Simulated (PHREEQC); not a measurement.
## Alkaline etch or developer

A solution holds 0.002 mol LiOH, 3.1e-05 mol K2SiO3 and 0.21 mol (CH3)4NCl per kg of water, at 8.3 °C. Closed to the air; pH follows from the charge balance.

All values are PHREEQC results (ion-association model, phreeqc.dat), not measurements.

```
Property                  Result
-----------------  -------------
pH                         11.76
ionic strength     0.212 mol/kgw
activity of water          0.993
total alkalinity     2.06 meq/kg
```

| species | molality | activity | log γ |
|---|---|---|---|
| Cl- | 0.210 | 0.151 | -0.144 |
| (CH3)4N+ | 0.210 | 0.151 | -0.143 |
| OH- | 0.00203 | 0.00144 | -0.150 |
| Li+ | 0.00200 | 0.00152 | -0.120 |
| K+ | 6.20e-5 | 4.42e-5 | -0.147 |
| H3SiO4- | 2.97e-5 | 2.14e-5 | -0.143 |
| H2SiO4-2 | 8.03e-7 | 2.51e-7 | -0.505 |
| H4SiO4 | 4.62e-7 | 4.85e-7 | 0.021 |

No solid was allowed to form. (CH3)4N+ isn't in the database: it is added as a free cation with an ion size of 4 Å. At this temperature some constants are extrapolated from 25 °C, and those without enthalpy data are left unchanged.
